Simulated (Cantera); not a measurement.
Cantera run, input and output.

```python
import numpy as np
import cantera as ct

gas = ct.Solution("gri30.yaml")


def delay(T, t_max=10):
    gas.TPX = T, 33000, {'CO': 1, 'H2': 0.2, 'CH4': 1.1, 'O2': 5.96, 'N2': 22.4}
    reactor = ct.IdealGasReactor(gas, clone=False)
    net = ct.ReactorNet([reactor])
    net.rtol, net.atol = 1e-8, 1e-16
    while net.time < t_max:
        t_old, T_old = net.time, reactor.T
        net.step()
        if reactor.T > T + 400:  # ignition: a rise of 400 K
            return t_old + (T + 400 - T_old) / (reactor.T - T_old) * (net.time - t_old)
    return np.nan


taus = []
for T in [850, 900, 950, 1000, 1050, 1100, 1150]:
    taus.append(delay(T))
    print(f"T0 = {T:6g} K   tau = {taus[-1]:.4e} s")
```

Result:

```
T0 =    850 K   tau = 1.1068e+00 s
T0 =    900 K   tau = 3.1076e-01 s
T0 =    950 K   tau = 1.7397e-01 s
T0 =   1000 K   tau = 1.0435e-01 s
T0 =   1050 K   tau = 6.0151e-02 s
T0 =   1100 K   tau = 3.3851e-02 s
T0 =   1150 K   tau = 1.9130e-02 s
```

Model: GRI-Mech 3.0 (53 species, 325 reactions), integrated in Cantera. Below about 1000 K GRI-Mech 3.0 lacks low-temperature oxidation paths. Below about 950 K walls govern HO2 and H2O2 in real vessels.
